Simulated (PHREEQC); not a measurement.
Brine: speciation

Solution (25 °C): 0.6 mol/kgw NaBr, 0.46 mol/kgw SrCl2 and 0.52 mol/kgw MgCl2. Closed to the air; pH follows from the charge balance.

All values are PHREEQC results (Pitzer model, pitzer.dat), not measurements.

Precipitation was switched off in this run.

Estimate the activity of water, density, osmotic coefficient.

activity of water 0.918; density 1.137 g/cm³; osmotic coefficient 1.142.

Complexes and solids missing from the database can't appear.
